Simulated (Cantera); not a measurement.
Input: 1 mol Si, 1.4 mol NF3, at 402 °C and 1.50 Pa.

Cantera equilibrium calculation (NASA polynomials, part measured and part estimated; ideal gas, pure solids and liquids). Candidate condensed phases: Si, Si3N4; 16 gas species. Rates play no part.

Base state: SiF4 0.544, N2 0.381, F 0.0408, F2 0.0339, NF3 4.51e-5 (mole fractions); condensed: gas only.

Q: What changes in the equilibrium state with this change: temperature from 402 °C to 1252 °C?

A: 
| species | before | after |
|---|---|---|
| SiF4 | 0.544 | 0.526 |
| N2 | 0.381 | 0.368 |
| F | 0.0408 | 0.105 |
| F2 | 0.0339 | 1.80e-8 |
| NF3 | 4.51e-5 | <1e-9 |
